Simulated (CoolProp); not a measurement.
A closed Brayton cycle with carbon dioxide: compressor inlet 333.15 K and 8.5 MPa, high pressure 17.5 MPa, turbine inlet 640 K, compressor efficiency 0.85, turbine efficiency 0.93, recuperator effectiveness 0.8 (on enthalpy, no pinch check). Each further row changes one setting.

Model: reference Helmholtz-energy equation of state, Span 1996, in CoolProp.

| case | thermal efficiency (%) | net work (kJ/kg) | compressor to turbine work | compressor exit (K) | turbine exit (K) |
|---|---|---|---|---|---|
| as stated | 21.2 | 36.1 | 0.51 | 395.9 | 562.3 |
| turbine inlet 590 K | 18.9 | 28.7 | 0.57 | 395.9 | ___ |
| compressor inlet 343.15 K | ___ | 32.0 | 0.57 | 409.3 | 562.3 |
| high pressure 14.9 MPa | 19.6 | 30.0 | 0.49 | ___ | 579.4 |
| recuperator effectiveness 0.5 | 15.8 | 36.1 | 0.51 | 395.9 | 562.3 |

Q: Fill in the missing entries.

A: 
- turbine inlet 590 K, turbine exit (K): 515.4
- compressor inlet 343.15 K, thermal efficiency (%): 20.0
- high pressure 14.9 MPa, compressor exit (K): 381.6
